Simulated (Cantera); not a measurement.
A perfectly stirred reactor is fed with 7.08 % CH₄, 18.6 % O₂, 74.3 % N₂, at 1.00 atm; it is adiabatic with a 700 K inlet, and is followed from long to short residence time, starting on the burning branch (τ in s: 0.03, 0.0099, 0.0032, 0.0011, 0.00034, 0.00011, 3.7e-05, 1.2e-05, 3.9e-06).

Model: GRI-Mech 3.0 (53 species, 325 reactions), integrated in Cantera.

Q: Predict: blow-out, bracketed by the residence times tried; x(CH₄) at τ = 30.0 ms; x(O₂) at τ = 30.0 ms; x(H₂O₂) at τ = 30.0 ms; x(NO₂) at τ = 30.0 ms; x(CH₄) at τ = 0.340 ms; x(O₂) at τ = 0.340 ms; x(C₂H₂) at τ = 0.340 ms; x(H₂O₂) at τ = 0.340 ms; x(NO₂) at τ = 0.340 ms.

A: 
| Quantity | Value |
|---|---|
| blow-out, bracketed by the residence times tried | burning at 0.110 ms, out at 37.0 µs |
| x(CH₄) at τ = 30.0 ms | 7.81e-6 |
| x(O₂) at τ = 30.0 ms | 0.0446 |
| x(H₂O₂) at τ = 30.0 ms | 9.69e-8 |
| x(NO₂) at τ = 30.0 ms | 2.88e-7 |
| x(CH₄) at τ = 0.340 ms | 0.000220 |
| x(O₂) at τ = 0.340 ms | 0.0520 |
| x(C₂H₂) at τ = 0.340 ms | 3.19e-8 |
| x(H₂O₂) at τ = 0.340 ms | 3.19e-7 |
| x(NO₂) at τ = 0.340 ms | 1.13e-8 |
